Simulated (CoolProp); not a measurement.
Toluene at 361.32 K and 0.0424 MPa flows at 1.6 m/s in a round tube of 50 mm bore and 15 µm roughness, fully developed (64/Re and Nu = 3.66 if laminar; Colebrook and Gnielinski if turbulent). Each further row changes one setting.

The numbers come from the reference Helmholtz-energy equation of state, Lemmon 2006 in CoolProp. It is a short technical equation, of lower accuracy than the large ones.

```
case              Reynolds number  Darcy friction factor  pressure drop (Pa/m)  heat-transfer coefficient (W/(m² K))  mass flow (kg/h)
----------------  ---------------  ---------------------  --------------------  ------------------------------------  ----------------
as stated                   12700                 0.0295                  1.00                                  11.7              15.0
velocity 3.2 m/s            25500                    [?]                   [?]                                  20.6              30.0
diameter 100 mm             25500                 0.0248                 0.421                                  10.1               [?]
```

What belongs in the gaps?


- velocity 3.2 m/s, Darcy friction factor: 0.0251
- velocity 3.2 m/s, pressure drop (Pa/m): 3.42
- diameter 100 mm, mass flow (kg/h): 60.1

Viscosity comes from a separate model (Avgeri 2015). Thermal conductivity comes from a separate model (Assael 2012).
